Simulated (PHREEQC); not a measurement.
A made-up water analysis in mg/L, 70 °C, pH 2.37, pe 11.5: Na 41.4; K 51.8; Ca 124; Mg 29.3; Cl 117; S(6) as SO4 798; B 0.34; F 0.0888; Al 0.811; Zn 4.21.

Valence states are taken as typed.

Equilibrium calculation in PHREEQC: ion-association model, phreeqc.dat.

**Question.** The ionic strength comes out as 0.0212 mol/kgw. What activity coefficients do Al+3, SO4-2, H+, CaHSO4+, AlSO4+ get?

**Answer.** Al+3 0.31, SO4-2 0.55, H+ 0.88, CaHSO4+ 0.86, AlSO4+ 0.86.

Precipitation was switched off in this run. At this temperature some constants are extrapolated from 25 °C, and those without enthalpy data are left unchanged. Real BF4- forms and hydrolyses slowly; the run takes it at equilibrium. Fluoro complexes past AlF4- and FeF3 are missing from the database.
